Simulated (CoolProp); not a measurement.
Saturation properties of fluorine.

Values from CoolProp's reference Helmholtz-energy equation of state, de Reuck 1990.

```tsv
T (K)	p (MPa)	vapour density (kg/m³)	enthalpy of vaporisation (kJ/kg)	liquid cp (kJ/(kg K))	surface tension (mN/m)
69	0.01002	0.6681	187.8	1.480	18.0
76	0.03140	1.918	182.3	1.488	16.0
82.9	0.07877	4.473	…	1.504	14.1
89.9	0.1712	9.158	169.6	…	12.1
96.8	0.3270	16.72	162.2	1.565	10.3
103.7	0.5702	28.24	153.7	1.614	8.51
110.7	0.9311	45.34	143.8	1.688	6.76
117.6	1.425	69.52	132.2	1.801	…
124.6	2.095	104.9	118.0	2.005	3.54
131.5	2.952	157.2	99.94	2.434	2.10
```

### Question
What belongs in the gaps?

### Answer

- 82.9, enthalpy of vaporisation (kJ/kg): 176.3
- 89.9, liquid cp (kJ/(kg K)): 1.529
- 117.6, surface tension (mN/m): 5.12

It boils at 85.0 K under 1 atm.

Surface tension comes from a separate correlation (Mulero 2012).
